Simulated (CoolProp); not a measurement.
The numbers come from the reference Helmholtz-energy equation of state, Pan 2012 in CoolProp.

### Question
Give the vapour pressure (kPa), enthalpy of vaporisation (kJ/kg), liquid viscosity (µPa s) of saturated R236FA at 211.7, 216.8, 232.2 K.

### Answer
```json
[
 {"T (K)": "211.7", "p (kPa)": "3.38", "enthalpy of vaporisation (kJ/kg)": "188", "liquid viscosity (µPa s)": "1190"},
 {"T (K)": "216.8", "p (kPa)": "4.95", "enthalpy of vaporisation (kJ/kg)": "186", "liquid viscosity (µPa s)": "1050"},
 {"T (K)": "232.2", "p (kPa)": "13.8", "enthalpy of vaporisation (kJ/kg)": "178", "liquid viscosity (µPa s)": "759"}
]
```

Viscosity comes from a separate model (Huber 2003), an estimate that may be off by 10 % or more.
